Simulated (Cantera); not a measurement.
Charge: 1 mol Al, 14 mol H2O, 110 mol H2, equilibrated at 1100 °C and 12.0 mbar.

Cantera equilibrium calculation (NASA polynomials, part measured and part estimated; ideal gas, pure solids and liquids). Candidate condensed phases: Al, Al2O3, H2O; 19 gas species. Kinetics and transport are ignored.

### Question
What is the equilibrium state?

### Answer
```
Quantity                             Result
--------------------------------  ---------
x(H2)                                 0.899
x(H2O)                                0.101
x(H)                                2.89e-5
n(Al2O3(s))                       0.500 mol
gas amount                        124.0 mol
log10 activity of Al(l) (absent)     -12.33
```
